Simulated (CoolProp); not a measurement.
The fluid at 298.15 K and 8.22 MPa flows at 1.8 m/s in a round tube of 25 mm bore and 1.5 µm roughness, fully developed (64/Re and Nu = 3.66 if laminar; Colebrook and Gnielinski if turbulent). The same conditions are run with several fluids, on thermodynamics alone (safety and materials aside).

Values from CoolProp's reference Helmholtz-energy equation of state of each fluid (C2F6 (R116): Lemmon 2006; CF4 (R14): Platzer 1990; oxygen: Schmidt 1985; dry air: Lemmon 2000; methane: Setzmann 1991). The equations of Platzer and Polt are older, rougher fits. Blends and air are pseudo-pure fits.

Question: Rank C2F6 (R116), CF4 (R14), oxygen, dry air, methane by Reynolds number, highest first.

Answer: CF4 (R14) (668000), C2F6 (R116) (474000), oxygen (221000), dry air (217000), methane (209000)

```json
[
 {"fluid": "C2F6 (R116)", "Darcy friction factor": "0.0141", "pressure drop (Pa/m)": "1020", "heat-transfer coefficient (W/(m² K))": "2840", "mass flow (kg/h)": "3560"},
 {"fluid": "CF4 (R14)", "Darcy friction factor": "0.0134", "pressure drop (Pa/m)": "350", "heat-transfer coefficient (W/(m² K))": "1190", "mass flow (kg/h)": "1280"},
 {"fluid": "oxygen", "Darcy friction factor": "0.0158", "pressure drop (Pa/m)": "114", "heat-transfer coefficient (W/(m² K))": "454", "mass flow (kg/h)": "353"},
 {"fluid": "dry air", "Darcy friction factor": "0.0159", "pressure drop (Pa/m)": "99.9", "heat-transfer coefficient (W/(m² K))": "433", "mass flow (kg/h)": "309"},
 {"fluid": "methane", "Darcy friction factor": "0.0160", "pressure drop (Pa/m)": "63.2", "heat-transfer coefficient (W/(m² K))": "650", "mass flow (kg/h)": "194"}
]
```

Transport values come from each fluid's own correlations; those of C2F6 (R116), CF4 (R14) are estimates that may be off by 10 % or more.
